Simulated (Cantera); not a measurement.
Input (Python, Cantera) and output of one run.

```python
import numpy as np
import cantera as ct

gas_names = """
    Cr CrN CrO CrO2 CrO3 H HNO HNO2 HNO3 HO2 H2 H2O H2O2 N NH NH2 NH3 NH2OH NO NO2 NO3 N2 N2H2 N2H4 N2O
    O OH O2 O3
""".split()
cond_names = """
    Cr(cr) Cr(L) CrN(s) Cr2N(s) Cr2O3(s) Cr2O3(L) H2O(s) H2O(L)
""".split()


def load(file, names, dense=False):
    # The tables refer to 1 bar. Condensed volumes are neglected.
    table = {s.name: s for s in ct.Species.list_from_file(file)}
    out = []
    for n in names:
        d = dict(table[n].input_data)
        d["thermo"] = dict(d["thermo"], **{"reference-pressure": 1e5})
        if dense:
            d["equation-of-state"] = {"model": "constant-volume", "density": "1e6 g/cm^3"}
        out.append(ct.Species.from_dict(d))
    return out


gas = ct.Solution(thermo="ideal-gas", species=load("nasa_gas.yaml", gas_names))
cond = {s.name: ct.Solution(thermo="fixed-stoichiometry", species=[s], name=s.name)
        for s in load("nasa_condensed.yaml", cond_names, dense=True)}
atoms = {
    'Cr': {'Cr': 1},
    'N2O': {'N': 2, 'O': 1},
    'H2': {'H': 2},
    'NH3': {'N': 1, 'H': 3},
}
top_T = {'CrN(s)': 1900, 'Cr2N(s)': 1900}  # K; cautious upper limits of use, not melting points


def equilibrate(T, P, feed):
    n = {}
    for name, mol in feed.items():
        for a, k in atoms[name].items():
            n[a] = n.get(a, 0.0) + k * mol
    gas.TPX = T, P, n
    mass = sum(n.values()) * gas.mean_molecular_weight
    gas.equilibrate("TP")
    valid = [c for c in cond.values() if c.min_temp <= T <= top_T.get(c.name, c.max_temp)]
    mix = ct.Mixture([(gas, mass / gas.mean_molecular_weight)] + [(c, 0.0) for c in valid])
    mix.T, mix.P = T, P
    mix.equilibrate("TP", solver="vcs", rtol=1e-11, max_steps=5000)
    return mix


results = []
feed = {'Cr': 1, 'N2O': 8.1, 'H2': 2.5, 'NH3': 3.2}  # mol
P = 3700  # Pa
for T in [973, 1173, 1373, 1573, 1773, 1973, 2173, 2373, 2573]:
    mix = equilibrate(T, P, feed)
    results.append((T, P, feed, dict(zip(mix.species_names, mix.species_moles))))
    x = sorted(zip(gas.X, gas.species_names), reverse=True)
    print(f"T = {T:g} K  P = {P:g} Pa  gas = {mix.phase_moles(0):.4g} mol")
    print("   x: " + "  ".join(f"{s} {v:.3e}" for v, s in x if v > 1e-06))
    print("   condensed (mol): " + ("  ".join(f"{mix.phase(i).name} {mix.phase_moles(i):.4g}"
          for i in range(1, mix.n_phases) if mix.phase_moles(i) > 1e-12) or "none"))
```

It prints:

```
T = 973 K  P = 3700 Pa  gas = 17 mol
   x: N2 5.706e-01  H2O 3.882e-01  H2 4.118e-02
   condensed (mol): Cr2O3(s) 0.5
T = 1173 K  P = 3700 Pa  gas = 17 mol
   x: N2 5.706e-01  H2O 3.882e-01  H2 4.118e-02
   condensed (mol): Cr2O3(s) 0.5
T = 1373 K  P = 3700 Pa  gas = 17 mol
   x: N2 5.706e-01  H2O 3.882e-01  H2 4.117e-02  H 3.513e-06
   condensed (mol): Cr2O3(s) 0.5
T = 1573 K  P = 3700 Pa  gas = 17 mol
   x: N2 5.706e-01  H2O 3.882e-01  H2 4.116e-02  H 4.288e-05  OH 1.460e-05
   condensed (mol): Cr2O3(s) 0.5
T = 1773 K  P = 3700 Pa  gas = 17 mol
   x: N2 5.704e-01  H2O 3.879e-01  H2 4.113e-02  H 2.999e-04  OH 1.754e-04  NO 1.439e-05  O2 4.186e-06
   condensed (mol): Cr2O3(s) 0.5
T = 1973 K  P = 3700 Pa  gas = 17.03 mol
   x: N2 5.696e-01  H2O 3.859e-01  H2 4.147e-02  H 1.429e-03  OH 1.262e-03  NO 1.496e-04  O2 1.288e-04  O 3.200e-05  CrO2 2.565e-05  CrO 7.593e-06  Cr 1.246e-06
   condensed (mol): Cr2O3(s) 0.4997
T = 2173 K  P = 3700 Pa  gas = 17.16 mol
   x: N2 5.649e-01  H2O 3.740e-01  H2 4.590e-02  OH 5.863e-03  H 5.375e-03  O2 1.659e-03  NO 8.931e-04  CrO2 6.426e-04  O 4.814e-04  CrO 2.308e-04  Cr 3.506e-05  CrO3 4.333e-06
   condensed (mol): Cr2O3(s) 0.4922
T = 2373 K  P = 3700 Pa  gas = 17.77 mol
   x: N2 5.443e-01  H2O 3.319e-01  H2 6.121e-02  H 1.796e-02  OH 1.730e-02  CrO2 7.904e-03  O2 7.686e-03  CrO 4.480e-03  O 3.416e-03  NO 2.890e-03  Cr 8.638e-04  CrO3 4.363e-05
   condensed (mol): Cr2O3(s) 0.3819
T = 2573 K  P = 3700 Pa  gas = 19.57 mol
   x: N2 4.925e-01  H2O 2.511e-01  H2 7.882e-02  H 5.014e-02  OH 3.591e-02  CrO 2.236e-02  CrO2 2.226e-02  O2 1.930e-02  O 1.485e-02  Cr 6.395e-03  NO 6.241e-03  CrO3 8.641e-05  N 2.057e-06  HO2 2.001e-06
   condensed (mol): none
```

Equilibrium computed with Cantera from the NASA thermochemical tables; the gas is ideal and each condensed phase is pure. Gases not in the tables: CrO2(OH)2.
